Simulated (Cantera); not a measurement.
An adiabatic, constant-pressure homogeneous reactor starts with CH4 : H2 : O2 : N2 = 1 : 1.5 : 1.25 : 4.7 (molar parts), equivalence ratio 2.2, at 1373 K and 100000 Pa.

Model: GRI-Mech 3.0 (53 species, 325 reactions), integrated in Cantera.

One state of this run: T (K) = 1407; x CH4 = 0.113; x H2 = 0.175; x O2 = 0.144; x OH = 1.70e-5; x CH2O = 0.000556; x NO2 = <1e-12; x CH3 = 0.00120. x: mole fraction; the columns are a selection and need not sum to one.

**Question.** Which value of t (s) does it belong to?
A) 0.250
B) 0.00173
C) 0.000144
D) 1.00e-6

**Answer.** C, 0.000144
